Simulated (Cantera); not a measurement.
Charge: 1 mol B2O3, 1.1 mol O2, 1.9 mol H2, held at 1500 Pa.

These are equilibrium values from Cantera (NASA tables, ideal gas, pure condensed phases), not measurements of a reactor. Candidate condensed phases: B, B2O3, B3O3H3, H2O; 23 gas species. Gases not in the tables: H3BO3. Kinetics and transport are ignored.

x: gas mole fraction; n: condensed amount in mol.

```json
[
 {"T (K)": "1473", "x H2O": "0.792", "x HBO2": "0.138", "x B2O3": "0.000824", "x O2": "0.0680", "x BO2": "8.06e-5", "x OH": "0.000374", "x H2": "3.25e-5", "n B2O3(l)": "0.844"},
 {"T (K)": "1548", "x H2O": "0.684", "x HBO2": "0.247", "x B2O3": "0.00374", "x O2": "0.0636", "x BO2": "0.000289", "x OH": "0.000650", "x H2": "7.81e-5", "n B2O3(l)": "0.700"},
 {"T (K)": "1623", "x H2O": "0.533", "x HBO2": "0.393", "x B2O3": "0.0146", "x O2": "0.0572", "x BO2": "0.000907", "x OH": "0.00100", "x H2": "0.000157", "n B2O3(l)": "0.448"},
 {"T (K)": "1698", "x H2O": "0.352", "x HBO2": "0.545", "x B2O3": "…", "x O2": "0.0485", "x BO2": "…", "x OH": "…", "x H2": "…", "n B2O3(l)": "…"},
 {"T (K)": "1773", "x H2O": "0.352", "x HBO2": "0.536", "x B2O3": "0.0571", "x O2": "0.0477", "x BO2": "0.00401", "x OH": "0.00216", "x H2": "0.000549", "n B2O3(l)": "0"},
 {"T (K)": "1848", "x H2O": "0.356", "x HBO2": "0.524", "x B2O3": "0.0620", "x O2": "0.0471", "x BO2": "…", "x OH": "…", "x H2": "…", "n B2O3(l)": "0"},
 {"T (K)": "1923", "x H2O": "0.360", "x HBO2": "0.510", "x B2O3": "0.0666", "x O2": "0.0463", "x BO2": "0.00881", "x OH": "0.00514", "x H2": "0.00215", "n B2O3(l)": "0"},
 {"T (K)": "1998", "x H2O": "0.362", "x HBO2": "0.496", "x B2O3": "0.0708", "x O2": "0.0454", "x BO2": "0.0124", "x OH": "0.00751", "x H2": "0.00394", "n B2O3(l)": "0"}
]
```

Some entries are withheld; supply them.


- 1848, x BO2: 0.00605
- 1848, x OH: 0.00340
- 1848, x H2: 0.00112
- 1698, x B2O3: 0.0505
- 1698, x BO2: 0.00252
- 1698, x OH: 0.00133
- 1698, x H2: 0.000256
- 1698, n B2O3(l): 0.0137
